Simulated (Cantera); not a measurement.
Si + HCl + H2 + Cl2 (silicon etching in halogen gases)

A closed system holds: 1 mol Si, 4.9 mol HCl, 55 mol H2, 3.9 mol Cl2, equilibrated at 10.0 mbar.

Equilibrium computed with Cantera from the NASA thermochemical tables; the gas is ideal and each condensed phase is pure. Candidate condensed phases: Si; 19 gas species. The tables' values for SiCl3, SiCl are old estimates; treat these amounts as uncertain. Equilibrium is a limit: real reactors are often held back by kinetics, nucleation or transport.

From 773 K to 1773 K nothing is condensed. The main Si-bearing gas is SiCl4 at 773 K and SiCl2 at 1773 K.

```csv
T (K),log p H2,log p HCl,log p SiCl4,log p SiCl2,log p H,log p SiCl3,log p SiHCl3,log p Cl
773,-2.07,-2.86,-3.80,-11.21,-13.08,-8.58,-6.22,-13.84
873,-2.07,-2.86,-3.80,-8.88,-11.37,-7.23,-5.69,-12.16
973,-2.07,-2.86,-3.81,-7.05,-10.00,-6.16,-5.28,-10.81
1073,-2.07,-2.85,-3.85,-5.60,-8.89,-5.33,-4.98,-9.71
1173,-2.08,-2.83,-4.00,-4.56,-7.97,-4.77,-4.87,-8.78
1273,-2.08,-2.80,-4.44,-4.04,-7.19,-4.65,-5.12,-7.98
1373,-2.09,-2.78,-5.12,-3.88,-6.52,-4.83,-5.62,-7.30
1473,-2.09,-2.78,-5.82,-3.83,-5.94,-5.10,-6.16,-6.72
1573,-2.09,-2.78,-6.46,-3.82,-5.43,-5.35,-6.65,-6.22
1673,-2.09,-2.78,-7.03,-3.81,-4.99,-5.58,-7.09,-5.78
1773,-2.09,-2.78,-7.54,-3.81,-4.59,-5.79,-7.48,-5.39
```
log p: log10 of the partial pressure in bar; nothing condenses.
